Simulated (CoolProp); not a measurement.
1,2-dichloroethane at several states: Z from the reference equation and from simpler models built on Tc = 288.4 °C, pc = 5.226 MPa, ω = 0.269; each cubic takes its own stable root.

The numbers come from the reference Helmholtz-energy equation of state, Thol 2015 in CoolProp.

```
T (°C)  p (MPa)   phase  reference
------  -------  ------  ---------
149.35      0.9  liquid    0.02431
217.95    0.108     gas     0.9888
89.55    0.0211     gas     0.9943
209.55     13.4  liquid     0.3409
-16.05   0.0174  liquid  0.0006181
166.15    0.221     gas     0.9665
```

Q: How far does each simpler model (Redlich-Kwong, Soave-Redlich-Kwong, Peng-Robinson) lie from the reference over these 6 states: mean and median of the absolute difference, and the worst?

A: 
- Redlich-Kwong: mean 9.4 %, median 8.8 %, worst +20.9 % at 149.35 °C and 0.9 MPa
- Soave-Redlich-Kwong: mean 7.5 %, median 7.0 %, worst +15.8 % at -16.05 °C and 0.0174 MPa
- Peng-Robinson: mean 1.0 %, median 0.6 %, worst +3.1 % at -16.05 °C and 0.0174 MPa
